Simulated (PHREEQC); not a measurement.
Make-up at 20 °C: 0.0068 mol/kgw HF, 0.31 mol/kgw NH4F, 0.0044 mol/kgw H2SiF6 and 0.0028 mol/kgw H2SO4. Closed to the air; pH follows from the charge balance.

The numbers come from PHREEQC with the ion-association model, phreeqc.dat.

Question: The ionic strength comes out as 0.315 mol/kgw. What activity coefficients do SiF6-2, F-, NH4SO4-, HF2-, NH4+ get?

Answer: SiF6-2 0.26, F- 0.67, NH4SO4- 0.73, HF2- 0.73, NH4+ 0.64.

Precipitation was switched off in this run. SiF6-2 is the database's only silicon fluoride.
